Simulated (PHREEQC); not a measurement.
## Acid mine or pickling water

Model water analysis in mmol/kgw, 94 °C, pH 4.12, pe 8.1:

| constituent | mmol/kgw |
|---|---|
| Na | 5.79 |
| K | 0.588 |
| Ca | 19.9 |
| Mg | 0.57 |
| Cl | 7.4 |
| S(6) | 19.9 |
| N(5) | 0.0397 |
| Pb | 0.209 |
| Si | 0.069 |
| F | 0.154 |

Cl is adjusted to close the charge balance.
Valence states are taken as typed.

Equilibrium calculation in PHREEQC: ion-association model, wateq4f.dat.

```json
{
 "ionic_strength": "0.0554 mol/kgw",
 "total_alkalinity": "-0.403 meq/kg"
}
```

```tsv
species	molality	activity	log γ
Ca+2	0.0123	0.00503	-0.388
SO4-2	0.0114	0.00453	-0.399
Cl-	0.00810	0.00632	-0.108
CaSO4	0.00758	0.00768	0.006
Na+	0.00561	0.00444	-0.101
K+	0.000543	0.000424	-0.108
MgSO4	0.000371	0.000375	0.006
HSO4-	0.000260	0.000206	-0.102
Mg+2	0.000198	8.35e-5	-0.375
NaSO4-	0.000180	0.000144	-0.097
F-	0.000101	7.86e-5	-0.109
H+	9.14e-5	7.59e-5	-0.081
Pb+2	8.24e-5	3.20e-5	-0.411
```

This is a speciation only: nothing precipitates in the calculation. Examples of supersaturated solids here: Anglesite, Gypsum. Others may be too. Complexes and solids missing from the database can't appear. Constants without temperature data keep their 25 °C values here. SiF6-2 is the database's only silicon fluoride.
